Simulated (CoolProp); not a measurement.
Vapour-liquid equilibrium of ethylene (1) + propylene (2) at 3.33 bar; x and y are mole fractions of (1).

Model: multi-fluid Helmholtz-energy mixture model, Smukala 2000 and Lemmon 2013; pair parameters Bell 2016, in CoolProp.

| x | bubble temperature, mixture model (°C) | bubble temperature, Raoult's law (°C) | y, mixture model | y, Raoult's law |
|---|---|---|---|---|
| 0.05 | -26.0 | -26.8 | 0.279 | 0.318 |
| 0.15 | -39.7 | -40.4 | 0.612 | 0.646 |
| 0.25 | -49.8 | -50.0 | ___ | 0.796 |
| 0.35 | -57.3 | -57.2 | ___ | 0.875 |
| 0.45 | -63.0 | -62.8 | 0.910 | 0.921 |
| 0.55 | -67.4 | -67.3 | ___ | 0.949 |
| 0.65 | ___ | -71.0 | ___ | 0.968 |
| 0.75 | -74.2 | -74.2 | 0.976 | 0.981 |
| 0.85 | -76.9 | -77.0 | ___ | 0.990 |
| 0.95 | -79.3 | -79.4 | ___ | 0.997 |

Q: Fill in the missing entries.

A: 
- 0.25, y, mixture model: 0.775
- 0.35, y, mixture model: 0.861
- 0.55, y, mixture model: 0.941
- 0.65, bubble temperature, mixture model (°C): -71.1
- 0.65, y, mixture model: 0.961
- 0.85, y, mixture model: 0.987
- 0.95, y, mixture model: 0.996

The largest gap from Raoult's law is +0.8 K in bubble temperature, at x = 0.05. No azeotrope shows between x = 0.05 and 0.95.

The pair parameters rest on a limited set of measurements; away from them the model extrapolates. The gap from Raoult's law changes sign with composition, which may be real or a fault of the pair parameters; it wasn't checked against measurements.
